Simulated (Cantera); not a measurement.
Mixture: H2 : O2 : N2 = 1 : 0.556 : 2.09 (molar parts), at 5.00 bar, adiabatic and at constant pressure. Ignition delay is the time to a rise of 400 K.

Computed with Cantera and the H2/O2 subset of GRI-Mech 3.0, which has no nitrogen chemistry. The hydrogen kinetics of GRI-Mech 3.0 are dated; newer H2 mechanisms differ, most at raised pressure. Below about 950 K walls govern HO2 and H2O2 in real vessels.

**Question.** What does this change do: H2 1 to 0.45 parts?

**Answer.** 
```tsv
quantity	before	after
delay at 850 K	0.823 s	1.30 s
delay at 1000 K	11.3 ms	16.4 ms
delay at 1150 K	43.7 µs	42.8 µs
delay at 1300 K	6.71 µs	7.74 µs
apparent activation energy between 1225 and 1375 K	90 kJ/mol	85 kJ/mol
```

**Question.** What does this change do: pressure from 5.00 bar to 6.30 bar?

**Answer.** 
```tsv
quantity	before	after
delay at 850 K	0.823 s	0.705 s
delay at 1000 K	11.3 ms	10.9 ms
delay at 1150 K	43.7 µs	0.112 ms
delay at 1300 K	6.71 µs	5.78 µs
apparent activation energy between 1225 and 1375 K	90 kJ/mol	110 kJ/mol
```
